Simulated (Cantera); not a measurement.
## Adiabatic ignition

An adiabatic, constant-pressure homogeneous reactor starts with 6.38 % CH₄, 19.6 % O₂, 74.0 % N₂, equivalence ratio 0.65, at 1225 K and 1.38 atm.

Model: GRI-Mech 3.0 (53 species, 325 reactions), integrated in Cantera.

```json
[
 {"t (s)": "1.00e-6", "T (K)": "1225", "x CH₄": "0.0638", "x O₂": "0.196", "x NO": "<1e-12", "x H₂O": "2.92e-12", "x CO": "<1e-12"},
 {"t (s)": "2.82e-6", "T (K)": "1225", "x CH₄": "0.0638", "x O₂": "0.196", "x NO": "<1e-12", "x H₂O": "3.00e-11", "x CO": "<1e-12"},
 {"t (s)": "7.93e-6", "T (K)": "1225", "x CH₄": "0.0638", "x O₂": "0.196", "x NO": "<1e-12", "x H₂O": "1.85e-10", "x CO": "<1e-12"},
 {"t (s)": "2.23e-5", "T (K)": "1225", "x CH₄": "0.0638", "x O₂": "0.196", "x NO": "<1e-12", "x H₂O": "1.07e-9", "x CO": "<1e-12"},
 {"t (s)": "6.29e-5", "T (K)": "1225", "x CH₄": "0.0638", "x O₂": "0.196", "x NO": "<1e-12", "x H₂O": "7.48e-9", "x CO": "2.19e-12"},
 {"t (s)": "0.000177", "T (K)": "1225", "x CH₄": "0.0638", "x O₂": "0.196", "x NO": "<1e-12", "x H₂O": "6.63e-8", "x CO": "5.46e-11"},
 {"t (s)": "0.000499", "T (K)": "1225", "x CH₄": "0.0638", "x O₂": "0.196", "x NO": "<1e-12", "x H₂O": "7.27e-7", "x CO": "1.70e-9"},
 {"t (s)": "0.00140", "T (K)": "1225", "x CH₄": "0.0638", "x O₂": "0.196", "x NO": "<1e-12", "x H₂O": "9.76e-6", "x CO": "9.20e-8"},
 {"t (s)": "0.00395", "T (K)": "1226", "x CH₄": "0.0637", "x O₂": "0.196", "x NO": "<1e-12", "x H₂O": "8.70e-5", "x CO": "4.08e-6"},
 {"t (s)": "0.0111", "T (K)": "1230", "x CH₄": "0.0629", "x O₂": "0.196", "x NO": "<1e-12", "x H₂O": "0.000723", "x CO": "0.000118"},
 {"t (s)": "0.0313", "T (K)": "2426", "x CH₄": "<1e-12", "x O₂": "0.0662", "x NO": "0.00466", "x H₂O": "0.120", "x CO": "0.00476"},
 {"t (s)": "0.0883", "T (K)": "2417", "x CH₄": "<1e-12", "x O₂": "0.0635", "x NO": "0.0102", "x H₂O": "0.121", "x CO": "0.00463"},
 {"t (s)": "0.249", "T (K)": "2417", "x CH₄": "<1e-12", "x O₂": "0.0633", "x NO": "0.0105", "x H₂O": "0.121", "x CO": "0.00463"},
 {"t (s)": "0.700", "T (K)": "2417", "x CH₄": "<1e-12", "x O₂": "0.0633", "x NO": "0.0105", "x H₂O": "0.121", "x CO": "0.00463"}
]
```
x: mole fraction; the columns are a selection and need not sum to one.

```yaml
time_of_steepest_temperature_rise: 19.3 ms
temperature at 0.700 s: 2417 K
equilibrium_temperature: 2417 K
x(CH₄) at 0.700 s: <1e-12 (gas-phase equilibrium <1e-12)
x(O₂) at 0.700 s: 0.0633 (gas-phase equilibrium 0.0633)
x(NO) at 0.700 s: 0.0105 (gas-phase equilibrium 0.0105)
```
